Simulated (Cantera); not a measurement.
An isothermal, constant-pressure homogeneous reactor starts with CH4 : H2O : H2 = 1 : 0.37 : 0.47 (molar parts), at 1723 K and 608 Torr.

Cantera simulation using GRI-Mech 3.0 (53 species, 325 reactions); the numbers are that mechanism's predictions, not measurements. GRI-Mech 3.0 stops at C3 and has no aromatics, soot or wall deposition, so with more carbon than oxygen in the feed, carbon stays in small species such as C2H2 where larger ones or solid carbon would form.

x: mole fraction; the columns are a selection and need not sum to one.

```json
[
 {"t (s)": "2.00e-5", "x CH4": "0.543", "x H2O": "0.201", "x H2": "0.256", "x HO2": "<1e-12", "x CH2": "3.31e-8", "x C2H4": "8.34e-6"},
 {"t (s)": "5.73e-5", "x CH4": "0.541", "x H2O": "0.201", "x H2": "0.256", "x HO2": "<1e-12", "x CH2": "1.44e-7", "x C2H4": "0.000146"},
 {"t (s)": "0.000164", "x CH4": "0.535", "x H2O": "0.201", "x H2": "0.260", "x HO2": "<1e-12", "x CH2": "3.21e-7", "x C2H4": "0.00144"},
 {"t (s)": "0.000470", "x CH4": "0.512", "x H2O": "0.198", "x H2": "0.276", "x HO2": "<1e-12", "x CH2": "4.28e-7", "x C2H4": "0.00687"},
 {"t (s)": "0.00135", "x CH4": "?", "x H2O": "0.191", "x H2": "?", "x HO2": "<1e-12", "x CH2": "?", "x C2H4": "?"},
 {"t (s)": "0.00385", "x CH4": "0.337", "x H2O": "0.175", "x H2": "0.419", "x HO2": "<1e-12", "x CH2": "3.02e-7", "x C2H4": "0.00745"},
 {"t (s)": "0.0110", "x CH4": "0.201", "x H2O": "0.155", "x H2": "0.531", "x HO2": "<1e-12", "x CH2": "2.18e-7", "x C2H4": "0.00412"},
 {"t (s)": "0.0316", "x CH4": "0.0948", "x H2O": "0.136", "x H2": "0.621", "x HO2": "<1e-12", "x CH2": "1.50e-7", "x C2H4": "0.00334"},
 {"t (s)": "0.0906", "x CH4": "0.0429", "x H2O": "0.114", "x H2": "0.674", "x HO2": "<1e-12", "x CH2": "1.03e-7", "x C2H4": "0.00334"},
 {"t (s)": "0.259", "x CH4": "0.0285", "x H2O": "0.0809", "x H2": "0.708", "x HO2": "<1e-12", "x CH2": "7.03e-8", "x C2H4": "0.00312"},
 {"t (s)": "0.743", "x CH4": "0.0227", "x H2O": "0.0382", "x H2": "0.743", "x HO2": "<1e-12", "x CH2": "4.14e-8", "x C2H4": "0.00270"},
 {"t (s)": "2.13", "x CH4": "0.0184", "x H2O": "0.00748", "x H2": "0.768", "x HO2": "<1e-12", "x CH2": "2.38e-8", "x C2H4": "0.00235"},
 {"t (s)": "6.10", "x CH4": "0.0173", "x H2O": "0.000128", "x H2": "0.773", "x HO2": "<1e-12", "x CH2": "1.99e-8", "x C2H4": "0.00226"},
 {"t (s)": "17.5", "x CH4": "0.0173", "x H2O": "8.63e-7", "x H2": "0.774", "x HO2": "<1e-12", "x CH2": "1.98e-8", "x C2H4": "0.00226"},
 {"t (s)": "50.0", "x CH4": "0.0173", "x H2O": "8.62e-7", "x H2": "0.774", "x HO2": "<1e-12", "x CH2": "1.98e-8", "x C2H4": "0.00226"}
]
```

Q: Some entries are withheld; supply them.

A: 
- 0.00135, x CH4: 0.451
- 0.00135, x H2: 0.325
- 0.00135, x CH2: 3.83e-7
- 0.00135, x C2H4: 0.0114
